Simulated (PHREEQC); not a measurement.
Make-up at 36 °C: 0.253 mol Cd(NO3)2 per kg of water. Closed to the air; pH follows from the charge balance.

Equilibrium calculation in PHREEQC: ion-association model, phreeqc.dat.

This is a speciation only: nothing precipitates in the calculation.

Question: What pH, ionic strength does the model give?

Answer: pH 5.17; ionic strength 0.674 mol/kgw.

Question: In which forms is Cd present?

Answer: Cd+2 83 %, CdNO3+ 17 % of the Cd.

Complexes and solids missing from the database can't appear. At this temperature some constants are extrapolated from 25 °C, and those without enthalpy data are left unchanged.
